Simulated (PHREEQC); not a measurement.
Reverse-osmosis permeate: speciation

Model water analysis in mmol/kgw, 12 °C, pH 5.88, pe 10.9:

| constituent | mmol/kgw |
|---|---|
| Na | 0.053 |
| K | 0.0125 |
| Ca | 0.0166 |
| Mg | 0.0149 |
| Cl | 0.0351 |
| S(6) | 0.00915 |
| Alkalinity (meq/kgw) | 0.0805 |
| Ba | 0.00224 |
| O(0) (counted as O atoms) | 0.000273 |
| Pb | 6.11e-05 |
| Cd | 2.13e-05 |

Na is adjusted to close the charge balance.
Valence states are taken as typed.

Model: ion-association model, phreeqc.dat, run in PHREEQC.

Each row changes one thing in this solution. This is a speciation only: nothing precipitates in the calculation.

```json
[
 {"case": "as made", "CO2 (mol/kgw)": "0.000296", "CaSO4 (mol/kgw)": "2.15e-8", "MgSO4 (mol/kgw)": "1.98e-8", "BaSO4 (mol/kgw)": "9.01e-9", "PbHCO3+ (mol/kgw)": "3.35e-9", "NaHCO3 (mol/kgw)": "2.59e-9", "SI of Pb(OH)2 (Pb(OH)2)": "-4.15", "SI of Otavite (CdCO3)": "-4.28"},
 {"case": "pH from 5.88 to 6.38 at the same alkalinity", "CO2 (mol/kgw)": "9.24e-5", "CaSO4 (mol/kgw)": "2.15e-8", "MgSO4 (mol/kgw)": "1.98e-8", "BaSO4 (mol/kgw)": "9.02e-9", "PbHCO3+ (mol/kgw)": "3.03e-9", "NaHCO3 (mol/kgw)": "2.56e-9", "SI of Pb(OH)2 (Pb(OH)2)": "-3.18", "SI of Otavite (CdCO3)": "-3.78"},
 {"case": "S(6) from 0.00915 to 0.00458 mmol/kgw", "CO2 (mol/kgw)": "0.000296", "CaSO4 (mol/kgw)": "1.08e-8", "MgSO4 (mol/kgw)": "9.97e-9", "BaSO4 (mol/kgw)": "4.54e-9", "PbHCO3+ (mol/kgw)": "3.36e-9", "NaHCO3 (mol/kgw)": "2.15e-9", "SI of Pb(OH)2 (Pb(OH)2)": "-4.14", "SI of Otavite (CdCO3)": "-4.28"},
 {"case": "pH from 5.88 to 5.58 at the same alkalinity", "CO2 (mol/kgw)": "0.000599", "CaSO4 (mol/kgw)": "2.15e-8", "MgSO4 (mol/kgw)": "1.98e-8", "BaSO4 (mol/kgw)": "9.01e-9", "PbHCO3+ (mol/kgw)": "3.48e-9", "NaHCO3 (mol/kgw)": "2.63e-9", "SI of Pb(OH)2 (Pb(OH)2)": "-4.74", "SI of Otavite (CdCO3)": "-4.57"}
]
```

Species that the database lacks are ignored. Constants without temperature data keep their 25 °C values here.
